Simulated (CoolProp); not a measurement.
A single-stage vapour-compression cycle with chlorine: evaporating at 211.15 K (dew point), condensing at 240.15 K (bubble point), superheat 8 K, subcooling 5 K, compressor efficiency 0.65, no pressure losses. Each further row changes one setting.

Values from CoolProp's reference Helmholtz-energy equation of state, Thol 2021.

```json
[
 {"case": "as stated", "cooling COP": "4.08", "pressure ratio": "4.32", "discharge temperature (K)": "365.6", "refrigerating effect (kJ/kg)": "283", "volumetric capacity (kJ/m³)": "272"},
 {"case": "evaporating temperature 216.15 K", "cooling COP": "5.19", "pressure ratio": "3.25", "discharge temperature (K)": "340.7", "refrigerating effect (kJ/kg)": "285", "volumetric capacity (kJ/m³)": "356"},
 {"case": "condensing temperature 235.15 K", "cooling COP": "5.04", "pressure ratio": "3.46", "discharge temperature (K)": "340.4", "refrigerating effect (kJ/kg)": "288", "volumetric capacity (kJ/m³)": "276"},
 {"case": "subcooling 10 K", "cooling COP": "4.15", "pressure ratio": "4.32", "discharge temperature (K)": "365.6", "refrigerating effect (kJ/kg)": "288", "volumetric capacity (kJ/m³)": "276"},
 {"case": "superheat 18 K", "cooling COP": "3.97", "pressure ratio": "4.32", "discharge temperature (K)": "381.1", "refrigerating effect (kJ/kg)": "288", "volumetric capacity (kJ/m³)": "264"},
 {"case": "compressor efficiency 0.55", "cooling COP": "3.45", "pressure ratio": "4.32", "discharge temperature (K)": "390.8", "refrigerating effect (kJ/kg)": "283", "volumetric capacity (kJ/m³)": "272"}
]
```
